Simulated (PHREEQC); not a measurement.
A PHREEQC speciation (ion-association model, wateq4f.dat) at 25 °C gives pH 3.69 and these molalities:

```
species      mol/kgw
----------  --------
CuSO4          0.122
SO4-2          0.108
Cu+2           0.108
Na+          0.00152
HSO4-       0.000699
H+          0.000268
NaSO4-      0.000182
Cu2(OH)2+2   2.80e-6
CuOH+        2.05e-6
```

Question: What are the element totals, and what could have been dissolved in 1 kg of water to give them?

Answer: Several could match; the one computed here: totals Cu(2) 0.230, Na 0.00170, S(6) 0.231 mol/kgw, from 0.23 mol/kgw CuSO4, 0.00048 mol/kgw H2SO4 and 0.00085 mol/kgw Na2SO4.

This is a speciation only: nothing precipitates in the calculation. Saturation is exceeded, for instance for Antlerite; the values hold only as long as no solid forms.
